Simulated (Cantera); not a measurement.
## Adiabatic ignition

An adiabatic, constant-volume homogeneous reactor starts with CO : H2 : CH4 : O2 : N2 = 1 : 0.77 : 0.2 : 2.18 : 8.19 (molar parts), equivalence ratio 0.59, at 1675 K and 0.850 bar.

Model: GRI-Mech 3.0 (53 species, 325 reactions), integrated in Cantera.

| t (s) | T (K) | P (bar) | x CO | x H2 | x CH4 | x CH2 | x CH3 |
|---|---|---|---|---|---|---|---|
| 3.00e-6 | 1675 | 0.850 | 0.0810 | 0.0624 | 0.0162 | 2.56e-11 | 2.90e-6 |
| 1.33e-5 | 1680 | 0.853 | 0.0810 | 0.0602 | 0.0149 | 2.88e-6 | 0.000978 |
| 5.91e-5 | 2338 | 1.17 | 0.0448 | 0.00945 | <1e-12 | <1e-12 | <1e-12 |
| 0.000262 | 2767 | 1.35 | 0.0318 | 0.00530 | <1e-12 | <1e-12 | <1e-12 |
| 0.00116 | 2777 | 1.35 | 0.0304 | 0.00504 | <1e-12 | <1e-12 | <1e-12 |
| 0.00516 | 2768 | 1.35 | 0.0301 | 0.00501 | <1e-12 | <1e-12 | <1e-12 |
| 0.0229 | 2768 | 1.35 | 0.0301 | 0.00501 | <1e-12 | <1e-12 | <1e-12 |
| 0.102 | 2768 | 1.35 | 0.0301 | 0.00501 | <1e-12 | <1e-12 | <1e-12 |
| 0.451 | 2768 | 1.35 | 0.0301 | 0.00501 | <1e-12 | <1e-12 | <1e-12 |
| 2.00 | 2768 | 1.35 | 0.0301 | 0.00501 | <1e-12 | <1e-12 | <1e-12 |
x: mole fraction; the columns are a selection and need not sum to one.

```yaml
time_of_steepest_temperature_rise: 18.4 µs
temperature at 2.00 s: 2768 K
equilibrium_temperature: 2768 K
x(CO) at 2.00 s: 0.0301 (gas-phase equilibrium 0.0301)
x(H2) at 2.00 s: 0.00501 (gas-phase equilibrium 0.00501)
x(CH4) at 2.00 s: <1e-12 (gas-phase equilibrium <1e-12)
```
